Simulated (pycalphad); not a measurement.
Computed with pycalphad from the COST 507 light-alloy database (1999), at 1 atm. These are 1990s assessments: newer ones move some temperatures and phases. Not assessed as a whole: an extrapolation from subsystems, which can miss ternary compounds. Amounts are mole fractions of atoms.

Question: Give the equilibrium state of Al-1.31Sn-10.57Si (at.%) at 327 °C.

Answer: 
```
T = 600.00 K, P = 101325 Pa, N = 1 mol of atoms
G = -19551 J/mol, H = 7997 J/mol, S = 45.91 J/(mol K)  (SER reference)
chemical potentials (J/mol): Al -19996, Sn -35647, Si -13847
phase             fraction      x(Al)      x(Sn)      x(Si)
FCC_A1              0.8814     0.9989   0.000211   0.000896
DIAMOND_A4          0.1049   1.14e-09   2.83e-07     1.0000
LIQUID              0.0137     0.0590     0.9410    1.3e-05
```

Question: Give the equilibrium state of Al-1.31Sn-10.57Si (at.%) at 577 °C.

Answer: 
```
T = 850.00 K, P = 101325 Pa, N = 1 mol of atoms
G = -32651 J/mol, H = 28998 J/mol, S = 72.53 J/(mol K)  (SER reference)
chemical potentials (J/mol): Al -33069, Sn -71056, Si -24411
phase             fraction      x(Al)      x(Sn)      x(Si)
LIQUID              0.9755     0.8786     0.0134     0.1080
FCC_A1              0.0245     0.9862   0.000495     0.0133
```

FCC_A1 is fcc; DIAMOND_A4 is diamond (Si).
